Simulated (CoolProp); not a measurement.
Propylene along the isobar 9.04 bar: density (kg/m³) from the reference equation and from simpler models built on Tc = 91.1 °C, pc = 45.55 bar, ω = 0.146; each cubic takes its own stable root.

Computed with CoolProp (reference Helmholtz-energy equation of state, Lemmon 2013).

```json
[
 {"T (°C)": "-74.25", "phase": "liquid", "reference": "642.8", "van der Waals": "405.1", "Redlich-Kwong": "598.8", "Soave-Redlich-Kwong": "604.0"},
 {"T (°C)": "-51.75", "phase": "liquid", "reference": "616.0", "van der Waals": "389.1", "Redlich-Kwong": "572.0", "Soave-Redlich-Kwong": "579.3"},
 {"T (°C)": "-29.25", "phase": "liquid", "reference": "587.7", "van der Waals": "371.1", "Redlich-Kwong": "541.7", "Soave-Redlich-Kwong": "550.9"},
 {"T (°C)": "-6.75", "phase": "liquid", "reference": "556.8", "van der Waals": "20.00", "Redlich-Kwong": "506.7", "Soave-Redlich-Kwong": "517.7"},
 {"T (°C)": "38.25", "phase": "gas", "reference": "16.76", "van der Waals": "16.20", "Redlich-Kwong": "16.61", "Soave-Redlich-Kwong": "16.69"},
 {"T (°C)": "60.75", "phase": "gas", "reference": "15.16", "van der Waals": "14.86", "Redlich-Kwong": "15.10", "Soave-Redlich-Kwong": "15.14"},
 {"T (°C)": "83.25", "phase": "gas", "reference": "13.91", "van der Waals": "13.74", "Redlich-Kwong": "13.89", "Soave-Redlich-Kwong": "13.90"},
 {"T (°C)": "105.75", "phase": "gas", "reference": "12.88", "van der Waals": "12.79", "Redlich-Kwong": "12.88", "Soave-Redlich-Kwong": "12.87"},
 {"T (°C)": "128.35", "phase": "gas", "reference": "12.01", "van der Waals": "11.97", "Redlich-Kwong": "12.02", "Soave-Redlich-Kwong": "12.00"},
 {"T (°C)": "150.85", "phase": "gas", "reference": "11.27", "van der Waals": "11.26", "Redlich-Kwong": "11.29", "Soave-Redlich-Kwong": "11.26"},
 {"T (°C)": "173.35", "phase": "gas", "reference": "10.63", "van der Waals": "10.63", "Redlich-Kwong": "10.65", "Soave-Redlich-Kwong": "10.61"},
 {"T (°C)": "195.85", "phase": "gas", "reference": "10.06", "van der Waals": "10.08", "Redlich-Kwong": "10.08", "Soave-Redlich-Kwong": "10.04"},
 {"T (°C)": "218.35", "phase": "gas", "reference": "9.553", "van der Waals": "9.577", "Redlich-Kwong": "9.571", "Soave-Redlich-Kwong": "9.535"},
 {"T (°C)": "240.85", "phase": "gas", "reference": "9.098", "van der Waals": "9.127", "Redlich-Kwong": "9.117", "Soave-Redlich-Kwong": "9.080"}
]
```

At some of these states van der Waals gives the other phase, because its saturation line lies elsewhere.
